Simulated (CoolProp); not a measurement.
Vapour-liquid equilibrium of hydrogen sulfide (1) + n-hexane (2) at 322.1 K; x and y are mole fractions of (1).

The numbers come from the multi-fluid Helmholtz-energy mixture model, Lemmon 2006 and Thol 2019; pair parameters Kunz 2012 in CoolProp.

| x | bubble pressure, mixture model (MPa) | bubble pressure, Raoult's law (MPa) | y, mixture model | y, Raoult's law |
|---|---|---|---|---|
| 0.05 | 0.2416 | 0.2232 | 0.782 | 0.778 |
| 0.2 | 0.8520 | 0.7366 | 0.938 | 0.943 |
| 0.35 | 1.373 | 1.250 | 0.961 | 0.973 |
| 0.5 | 1.805 | 1.763 | 0.972 | 0.985 |
| 0.65 | 2.226 | 2.277 | 0.979 | 0.992 |
| 0.8 | 2.697 | 2.790 | 0.987 | 0.996 |
| 0.95 | 3.254 | 3.303 | 0.996 | 0.999 |

The largest gap from Raoult's law is +15.7 % in bubble pressure, at x = 0.2. No azeotrope shows between x = 0.05 and 0.95.

The pair parameters rest on a limited set of measurements; away from them the model extrapolates. The gap from Raoult's law changes sign with composition, which may be real or a fault of the pair parameters; it wasn't checked against measurements.
